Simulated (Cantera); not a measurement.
Input: 1 mol Si, 0.024 mol H2O, 400 mol N2, held at 1448.15 K and 0.130 Pa.

Cantera equilibrium calculation (NASA polynomials, part measured and part estimated; ideal gas, pure solids and liquids). Candidate condensed phases: H2O, Si, SiO2, Si2N2O, Si3N4; 35 gas species. Kinetics and transport are ignored.

Base state: N2 0.998, Si 0.00226, SiO 5.99e-5, H 4.84e-5, H2 3.56e-5 (mole fractions); condensed: Si(s).

Question: What changes in the equilibrium state with this change: temperature from 1448.15 K to 1873 K?

Answer: 
```csv
species,before,after
N2,0.998,0.997
Si,0.00226,0.00243
H,4.84e-5,0.000120
H2,3.56e-5,4.46e-8
SiO,5.99e-5,5.98e-5
"Si(s), mol",0.0623,0
```
